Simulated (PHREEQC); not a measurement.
Solution (20 °C): 46 mmol/kgw HBr, 0.084 mmol/kgw CaCl2 and 2.6 mmol/kgw MnSO4. Closed to the air; pH follows from the charge balance.

Computed with PHREEQC (ion-association model, wateq4f.dat).

Problem. The ionic strength comes out as 0.0531 mol/kgw. What activity coefficients do Mn+2, SO4-2, Ca+2, H+, Cl- get?

Solution. Mn+2 0.48, SO4-2 0.46, Ca+2 0.47, H+ 0.85, Cl- 0.81.

Precipitation was switched off in this run.
